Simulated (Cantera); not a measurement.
# Silicon oxide and oxynitride deposition: SiH2Cl2 + N2O

Charge: 1 mol SiH2Cl2, a varied amount of N2O, equilibrated at 825 °C and 5.70e-5 bar.

Equilibrium computed with Cantera from the NASA thermochemical tables; the gas is ideal and each condensed phase is pure. Candidate condensed phases: H2O, NH4Cl, Si, SiO2, Si2N2O, Si3N4; 47 gas species. Mutual solubility and eutectic melting of coexisting phases are not modelled. The tables' values for SiCl3 are old estimates; treat these amounts as uncertain. Rates play no part.

| n(N2O) (mol) | x HCl | x N2 | x O2 | x H2 | x SiCl4 | x Cl | x H2O | x Cl2 | n SiO2(β-quartz) | n Si2N2O(s) |
|---|---|---|---|---|---|---|---|---|---|---|
| 0.69 | 0.821 | 0.125 | <1e-12 | 0.0357 | 0.0174 | 1.28e-5 | 1.61e-7 | 4.26e-9 | 0.140 | 0.410 |
| 0.85 | 0.757 | 0.200 | <1e-12 | 0.0288 | 0.0141 | 1.31e-5 | 1.52e-7 | 4.48e-9 | 0.245 | 0.360 |
| 1.1 | 0.672 | 0.294 | <1e-12 | 0.0226 | 0.0110 | 1.32e-5 | 1.35e-7 | 4.51e-9 | 0.411 | 0.279 |
| 1.3 | 0.616 | 0.355 | <1e-12 | 0.0193 | 0.00942 | 1.31e-5 | 1.23e-7 | 4.44e-9 | 0.543 | 0.214 |
| 1.6 | 0.547 | 0.429 | <1e-12 | 0.0158 | 0.00771 | 1.28e-5 | 1.07e-7 | 4.28e-9 | 0.743 | 0.115 |
| 2 | 0.500 | 0.500 | <1e-12 | 8.20e-5 | 2.49e-6 | 0.000163 | 4.99e-6 | 6.87e-7 | 1.000 | 0 |
| 2.5 | 0.399 | 0.526 | 0.0472 | 8.29e-9 | <1e-12 | 0.0129 | 0.0108 | 0.00433 | 1.00 | 0 |
| 3 | 0.342 | 0.545 | 0.0854 | 6.12e-9 | <1e-12 | 0.0129 | 0.0107 | 0.00430 | 1.00 | 0 |
| 3.8 | 0.278 | 0.567 | 0.129 | 4.58e-9 | <1e-12 | 0.0121 | 0.00988 | 0.00382 | 1.00 | 0 |
| 4.7 | 0.230 | 0.583 | 0.163 | 3.66e-9 | <1e-12 | 0.0112 | 0.00887 | 0.00327 | 1.00 | 0 |
| 5.8 | 0.190 | 0.597 | 0.192 | 2.99e-9 | <1e-12 | 0.0102 | 0.00785 | 0.00273 | 1.00 | 0 |
| 7.2 | 0.156 | 0.609 | 0.217 | 2.45e-9 | <1e-12 | 0.00925 | 0.00685 | 0.00222 | 1.00 | 0 |
x: gas mole fraction; n: condensed amount in mol.

From 0.69 mol N2O to 1.6 mol N2O the condensed part is SiO2(β-quartz) + Si2N2O(s). From 2 mol N2O to 7.2 mol N2O the condensed part is SiO2(β-quartz).
